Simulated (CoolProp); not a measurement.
A single-stage vapour-compression cycle with the fluid: evaporating at 249.15 K (dew point), condensing at 309.15 K (bubble point), superheat 5 K, subcooling 8 K, compressor efficiency 0.65, no pressure losses. The same conditions are run with several fluids, on thermodynamics alone (safety and materials aside).

Model: reference Helmholtz-energy equation of state of each fluid (propane: Lemmon 2009; CH2F2 (R32): Tillner-Roth 1997; fluoroethane (R161): Wu 2012; sulfur hexafluoride: Guder 2009; R410A: Lemmon 2003; R22: Kamei 1995), in CoolProp. Blends and air are pseudo-pure fits.

| fluid | cooling COP | pressure ratio | discharge temperature (K) | refrigerating effect (kJ/kg) | volumetric capacity (kJ/m³) |
|---|---|---|---|---|---|
| propane | 2.14 | 5.91 | 345.1 | … | 1320 |
| CH2F2 (R32) | 2.07 | 6.45 | … | 262 | 2450 |
| fluoroethane (R161) | … | 6.79 | … | 304 | 1320 |
| sulfur hexafluoride | … | 5.03 | 325.0 | 47.6 | 2280 |
| R410A | … | … | 369.8 | 172 | … |
| R22 | 2.17 | 6.63 | 378.3 | 165 | 1490 |

**Question.** Complete the blanks.

**Answer.** 
- propane, refrigerating effect (kJ/kg): 282
- CH2F2 (R32), discharge temperature (K): 407.9
- fluoroethane (R161), cooling COP: 2.19
- fluoroethane (R161), discharge temperature (K): 372.7
- sulfur hexafluoride, cooling COP: 1.58
- R410A, cooling COP: 2.05
- R410A, pressure ratio: 6.42
- R410A, volumetric capacity (kJ/m³): 2230
